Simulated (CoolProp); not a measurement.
A simple Rankine cycle with water: condensing at 333.15 K, boiler at 0.224 MPa, turbine inlet 401.9 K, turbine efficiency 0.75, pump efficiency 0.7, no recuperator. Each further row changes one setting.

Values from CoolProp's reference Helmholtz-energy equation of state, Wagner 2002.

```tsv
case	thermal efficiency (%)	net work (kJ/kg)	heat in (kJ/kg)	turbine exit temperature (K)	volume ratio over the turbine
as stated	11.4	283	2470	333.1	8.81
turbine inlet 421.9 K	11.5	289	2510	333.1	8.49
condensing temperature 325.15 K	12.8	321	2500	325.2	12.5
boiler pressure 0.157 MPa	9.8	243	2480	333.1	6.25
turbine efficiency 0.65	9.9	245	2470	333.1	8.96
```

The expansion ends wet for: as stated; turbine inlet 421.9 K; condensing temperature 325.15 K; boiler pressure 0.157 MPa; turbine efficiency 0.65.
